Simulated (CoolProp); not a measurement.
The fluid at 293.15 K and 11.4 MPa flows at 0.73 m/s in a round tube of 12.7 mm bore and 45 µm roughness, fully developed (64/Re and Nu = 3.66 if laminar; Colebrook and Gnielinski if turbulent). The same conditions are run with several fluids, on thermodynamics alone (safety and materials aside).

Model: reference Helmholtz-energy equation of state of each fluid (R152A: Outcalt 1996; R407C: Lemmon 2003; R410A: Lemmon 2003; R507A: Lemmon 2003; R404A: Lemmon 2003), in CoolProp. Blends and air are pseudo-pure fits.

| fluid | Reynolds number | Darcy friction factor | pressure drop (Pa/m) | heat-transfer coefficient (W/(m² K)) | mass flow (kg/h) |
|---|---|---|---|---|---|
| R152A | (withheld) | 0.0299 | 593 | 2290 | 314 |
| R407C | (withheld) | 0.0294 | (withheld) | (withheld) | 404 |
| R410A | 69000 | 0.0291 | (withheld) | 2870 | 382 |
| R507A | 60000 | 0.0293 | 706 | 2160 | 382 |
| R404A | 61500 | 0.0293 | 701 | (withheld) | (withheld) |

Task: What belongs in the gaps?

Result: 
- R152A, Reynolds number: 43600
- R407C, Reynolds number: 58400
- R407C, pressure drop (Pa/m): 748
- R407C, heat-transfer coefficient (W/(m² K)): 2500
- R410A, pressure drop (Pa/m): 700
- R404A, heat-transfer coefficient (W/(m² K)): 2210
- R404A, mass flow (kg/h): 380

Transport values come from each fluid's own correlations; those of R152A are estimates that may be off by 10 % or more.
